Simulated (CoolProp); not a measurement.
Properties of water along the isobar 6.8 MPa (Tc = 647.1 K, pc = 22.06 MPa, ω = 0.344).

Values from CoolProp's reference Helmholtz-energy equation of state, Wagner 2002.

```csv
T (K),phase,density (kg/m³),isothermal compressibility (1/MPa)
344.4,liquid,___,0.0004440
355.9,liquid,973.1,0.0004553
367.4,liquid,965.5,___
378.8,liquid,957.4,0.0004890
390.3,liquid,___,0.0005118
401.8,liquid,939.3,0.0005388
413.2,liquid,___,0.0005703
424.7,liquid,919.1,0.0006075
436.2,liquid,908.1,0.0006510
447.6,liquid,896.6,0.0007015
459.1,liquid,884.4,0.0007615
470.6,liquid,___,___
482.1,liquid,857.9,0.0009174
493.5,liquid,843.7,0.001019
```

Problem. What belongs in the gaps?

Solution. 
- 344.4, density (kg/m³): 980.0
- 367.4, isothermal compressibility (1/MPa): 0.0004704
- 390.3, density (kg/m³): 948.6
- 413.2, density (kg/m³): 929.5
- 470.6, density (kg/m³): 871.5
- 470.6, isothermal compressibility (1/MPa): 0.0008325
